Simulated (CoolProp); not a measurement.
A simple Rankine cycle with c-C4F8 (RC318): condensing at 312.15 K, boiler at 1.77 MPa, turbine inlet 381 K, turbine efficiency 0.65, pump efficiency 0.7, no recuperator. Each further row changes one setting.

Computed with CoolProp (reference Helmholtz-energy equation of state, Platzer 1990). This equation is an older, rougher fit; its heat capacities, sound speeds and derivatives of the liquid may be far off and weren't checked against measurements.

```csv
case,thermal efficiency (%),net work (kJ/kg),heat in (kJ/kg),turbine exit temperature (K),volume ratio over the turbine
as stated,6.5,9.37,144,354.5,4.46
turbine inlet 401 K,___,10.5,166,377.0,4.19
condensing temperature 304.15 K,7.4,11.3,153,___,5.70
boiler pressure 1.24 MPa,5.0,7.59,___,364.4,2.81
turbine efficiency 0.55,5.4,7.73,144,356.4,4.49
```

### Question
Fill in the missing entries.

### Answer

- turbine inlet 401 K, thermal efficiency (%): 6.3
- condensing temperature 304.15 K, turbine exit temperature (K): 351.2
- boiler pressure 1.24 MPa, heat in (kJ/kg): 151
